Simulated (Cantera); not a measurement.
Input: 1 mol SiH₄, 0.24 mol NO, at 87000 Pa.

These are equilibrium values from Cantera (NASA tables, ideal gas, pure condensed phases), not measurements of a reactor. Candidate condensed phases: H₂O, Si, SiO₂, Si₂N₂O, Si₃N₄; 35 gas species. Each liquid is taken as pure. Mutual solubility and eutectic melting of coexisting phases are not modelled. The tables hold silica as quartz up to 1696 K and as liquid above; real silica turns to tridymite and cristobalite and melts near 1996 K. Gases not in the tables: Si₂H₆ and higher silanes. Kinetics and transport are ignored.

### Question
What share of the Si ends up in condensed phases as a function of T (K), at 600, 800, 1000, 1200, 1400, 1600, 1800, 2000?

### Answer
```
T (K)  Si condensed (%)                                   as
-----  ----------------  -----------------------------------
600               100.0   Si(s) + SiO₂(α-quartz) + Si₂N₂O(s)
800               100.0   Si(s) + SiO₂(α-quartz) + Si₂N₂O(s)
1000              100.0   Si(s) + SiO₂(β-quartz) + Si₂N₂O(s)
1200              100.0   Si(s) + SiO₂(β-quartz) + Si₂N₂O(s)
1400              100.0   Si(s) + SiO₂(β-quartz) + Si₂N₂O(s)
1600               99.3   Si(s) + SiO₂(β-quartz) + Si₂N₂O(s)
1800               89.8  Si(l) + SiO₂(condensed) + Si₂N₂O(s)
2000               84.3                    Si(l) + Si₂N₂O(s)
```
